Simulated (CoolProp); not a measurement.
A closed Brayton cycle with dry air: compressor inlet 325.15 K and 6.7 MPa, high pressure 18.6 MPa, turbine inlet 660 K, compressor efficiency 0.85, turbine efficiency 0.93, recuperator effectiveness 0.8 (on enthalpy, no pinch check). Each further row changes one setting.

Model: reference Helmholtz-energy equation of state, Lemmon 2000, in CoolProp. It is a pseudo-pure fit of the blend.

```csv
case,thermal efficiency (%),net work (kJ/kg),compressor to turbine work,compressor exit (K),turbine exit (K)
as stated,16.2,29.2,0.82,455.9,508.7
turbine inlet 610 K,10.4,16.5,0.89,455.9,468.7
compressor inlet 335.15 K,14.0,24.8,0.85,469.7,508.7
high pressure 15.8 MPa,18.3,30.5,0.78,432.4,530.5
recuperator effectiveness 0.5,14.8,29.2,0.82,455.9,508.7
```
